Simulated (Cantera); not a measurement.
## Carbon deposition, reforming and gasification: C3H6 + CO2 + N2

A closed system holds: 1 mol C3H6, a varied amount of CO2, 16 mol N2, at 1123.15 K and 1.80 bar.

Cantera equilibrium calculation (NASA polynomials, part measured and part estimated; ideal gas, pure solids and liquids). Candidate condensed phases: C, C6H6, C7H8, C8H18, H2O; 136 gas species. Equilibrium is a limit: real reactors are often held back by kinetics, nucleation or transport.

From 0.029 mol CO2 to 2.8 mol CO2 the condensed part is C(graphite). The main C-bearing gas is CO throughout. The share of C in condensed phases is highest at 0.029 mol CO2 (97.3 %) and lowest at 2.8 mol CO2 (6.5 %).

| n(CO2) (mol) | log p N2 | log p CO | log p H2 | log p CO2 | log p H2O | log p CH4 | log p NH3 | log p HCN | n C(graphite) |
|---|---|---|---|---|---|---|---|---|---|
| 0.029 | 0.18 | -2.27 | -0.55 | -5.76 | -4.00 | -2.64 | -4.29 | -4.71 | 2.95 |
| 0.043 | 0.18 | -2.10 | -0.56 | -5.42 | -3.84 | -2.64 | -4.30 | -4.71 | 2.93 |
| 0.063 | 0.18 | -1.93 | -0.56 | -5.09 | -3.67 | -2.65 | -4.30 | -4.71 | 2.92 |
| 0.092 | 0.18 | -1.77 | -0.56 | -4.76 | -3.51 | -2.65 | -4.30 | -4.71 | 2.89 |
| 0.13 | 0.18 | -1.62 | -0.56 | -4.47 | -3.36 | -2.65 | -4.30 | -4.72 | 2.85 |
| 0.2 | 0.17 | -1.44 | -0.56 | -4.10 | -3.18 | -2.66 | -4.31 | -4.72 | 2.78 |
| 0.29 | 0.17 | -1.28 | -0.57 | -3.79 | -3.03 | -2.67 | -4.32 | -4.72 | 2.70 |
| 0.42 | 0.16 | -1.13 | -0.57 | -3.48 | -2.88 | -2.68 | -4.33 | -4.73 | 2.57 |
| 0.62 | 0.15 | -0.97 | -0.58 | -3.16 | -2.73 | -2.70 | -4.35 | -4.74 | 2.39 |
| 0.9 | 0.14 | -0.82 | -0.60 | -2.86 | -2.60 | -2.72 | -4.37 | -4.75 | 2.12 |
| 1.3 | 0.13 | -0.68 | -0.61 | -2.58 | -2.47 | -2.76 | -4.41 | -4.77 | 1.75 |
| 1.9 | 0.10 | -0.54 | -0.64 | -2.30 | -2.36 | -2.81 | -4.46 | -4.79 | 1.20 |
| 2.8 | 0.07 | -0.41 | -0.67 | -2.04 | -2.26 | -2.88 | -4.52 | -4.82 | 0.380 |
log p: log10 of the partial pressure in bar; n: condensed amount in mol.
